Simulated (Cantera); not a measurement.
What does this Cantera script print?

```python
import numpy as np
import cantera as ct

gas_names = """
    B BH BH2 BH3 BO BO2 B2 B2O B2O2 B2O3 B3O3H3 H HBO HBO2 HO2 H2 H2O H2O2 H3B3O6 O OH O2 O3
""".split()
cond_names = """
    B(b) B(L) B2O3(L) B3O3H3(cr) H2O(s) H2O(L)
""".split()


# ... load() reads the species with a 1 bar reference pressure and builds the phases ...
atoms = {
    'B2H6': {'B': 2, 'H': 6},
    'H2O': {'H': 2, 'O': 1},
}
top_T = {}  # K; cautious upper limits of use, not melting points


# ... equilibrate(T, P, feed) seeds the gas with the atoms and calls Mixture.equilibrate('TP', solver="vcs", rtol=1e-11, max_steps=5000) ...
results = []
feed = {'B2H6': 1, 'H2O': 0.098}  # mol
P = 8700  # Pa
for T in [1773, 1823, 1873, 1923, 1973, 2023, 2073, 2123, 2173]:
    mix = equilibrate(T, P, feed)
    results.append((T, P, feed, dict(zip(mix.species_names, mix.species_moles))))

top = {s: max(r[3][s] / sum(r[3][g] for g in gas_names) for r in results) for s in gas_names}
cols = sorted((s for s in top if top[s] > 0.001), key=lambda s: -top[s])[:7]
seen = [c for c in cond_names if any(r[3].get(c, 0) > 1e-12 for r in results)]
print("log10 of partial pressures in bar; condensed amounts in mol")
print(f"{'T/K':>10s}" + "".join(f"{s[:9]:>10s}" for s in cols + seen))
for T, P, feed, n in results:
    ng = sum(n[g] for g in gas_names)
    print(f"{T:10.4g}" + "".join(f"{np.log10(max(n[s] / ng * P / 1e5, 1e-99)):10.3f}" for s in cols)
          + "".join(f"{n.get(c, 0):10.4g}" for c in seen))
```

It prints:

```
log10 of partial pressures in bar; condensed amounts in mol
       T/K        H2       HBO         H        BO      B2O2       BH2      B(b)
      1773    -1.073    -2.666    -4.083    -4.411    -3.657    -5.044     1.903
      1823    -1.074    -2.660    -3.900    -4.247    -3.685    -4.889     1.902
      1873    -1.074    -2.657    -3.727    -4.093    -3.717    -4.743     1.902
      1923    -1.075    -2.656    -3.563    -3.950    -3.750    -4.604     1.901
      1973    -1.075    -2.658    -3.408    -3.817    -3.787    -4.473     1.901
      2023    -1.076    -2.662    -3.260    -3.693    -3.827    -4.349       1.9
      2073    -1.078    -2.669    -3.119    -3.578    -3.871    -4.232       1.9
      2123    -1.079    -2.679    -2.985    -3.472    -3.919    -4.121     1.899
      2173    -1.081    -2.693    -2.857    -3.374    -3.972    -4.015     1.898
```

Cantera equilibrium calculation (NASA polynomials, part measured and part estimated; ideal gas, pure solids and liquids). The feed counts by its element totals alone. The tables' values for BH2 are old estimates; treat these amounts as uncertain. Gases not in the tables: B2H6 and higher boranes.
